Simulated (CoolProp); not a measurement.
Saturation properties of dimethyl carbonate (Tc = 557.0 K, pc = 4909 kPa, ω = 0.346).

Model: reference Helmholtz-energy equation of state, Zhou 2011, in CoolProp.

```
T (K)  p (kPa)  liquid density (kg/m³)  enthalpy of vaporisation (kJ/kg)  vapour Z
-----  -------  ----------------------  --------------------------------  --------
376.5    151.8                   954.8                             366.3    0.9610
391.1    228.5                   933.2                             355.5    0.9475
405.6    331.5                   910.9                             344.3    0.9313
420.2    468.1                   887.7                             332.4    0.9119
434.7    642.6                   863.7                             319.7    0.8892
449.3    864.5                   838.3                             306.0    0.8626
463.8     1138                   811.6                             291.1    0.8319
478.3     1473                   782.9                             274.6    0.7963
492.9     1881                   751.3                             255.7    0.7542
```

It boils at 363.3 K under 1 atm.
